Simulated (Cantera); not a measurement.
An isothermal, constant-pressure homogeneous reactor starts with N2O : H2O = 1 : 0.025 (molar parts), at 1398 K and 46.5 Torr. Integrator tolerance rtol = 1e-08.

Computed with Cantera and GRI-Mech 3.0 (53 species, 325 reactions). GRI-Mech 3.0 was tuned for natural gas; its chemistry of N2O as a main component is partial and can be far from experiment. The mechanism lacks the step 2 NO + O2 → 2 NO2, which can matter for NO2 below about 1400 K. The temperature is held fixed by assumption; the heat of reaction is taken as removed at once.

Q: What does this change do: temperature 1398 to 1300 K?

A: 
```json
[
 {"quantity": "x(N2O) at 2.00 s", "before": "0.0892 (gas-phase equilibrium 1.18e-8)", "after": "0.505 (gas-phase equilibrium 6.83e-9)"},
 {"quantity": "x(H2O) at 2.00 s", "before": "0.0171 (gas-phase equilibrium 0.0164)", "after": "0.0205 (gas-phase equilibrium 0.0164)"},
 {"quantity": "x(O) at 2.00 s", "before": "2.04e-5 (gas-phase equilibrium 2.12e-6)", "after": "7.13e-6 (gas-phase equilibrium 4.09e-7)"},
 {"quantity": "x(H) at 2.00 s", "before": "1.17e-7 (gas-phase equilibrium 4.31e-9)", "after": "1.57e-8 (gas-phase equilibrium 4.48e-10)"},
 {"quantity": "x(O2) at 2.00 s", "before": "0.248 (gas-phase equilibrium 0.327)", "after": "0.137 (gas-phase equilibrium 0.328)"}
]
```
